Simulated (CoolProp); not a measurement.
The fluid at 352.4 K and 0.00674 MPa is throttled through a valve to 0.00109 MPa with no heat exchange. The same conditions are run with several fluids, on thermodynamics alone (safety and materials aside).

Values from CoolProp's reference Helmholtz-energy equation of state of each fluid (octamethyltrisiloxane (MDM): Thol 2017; water: Wagner 2002; propylene: Lemmon 2013; R245ca: Zhou 2016; R1132(E): Akasaka 2024).

```json
[
 {"fluid": "octamethyltrisiloxane (MDM)", "temperature change (K)": "…", "final density (kg/m³)": "…"},
 {"fluid": "water", "temperature change (K)": "…", "final density (kg/m³)": "…"},
 {"fluid": "propylene", "temperature change (K)": "-0.1", "final density (kg/m³)": "0.0157"},
 {"fluid": "R245ca", "temperature change (K)": "-0.1", "final density (kg/m³)": "…"},
 {"fluid": "R1132(E)", "temperature change (K)": "-0.1", "final density (kg/m³)": "0.0238"}
]
```

Task: Complete the blanks.

Result: 
- octamethyltrisiloxane (MDM), temperature change (K): -0.2
- octamethyltrisiloxane (MDM), final density (kg/m³): 0.0882
- water, temperature change (K): -0.5
- water, final density (kg/m³): 0.00671
- R245ca, final density (kg/m³): 0.0499
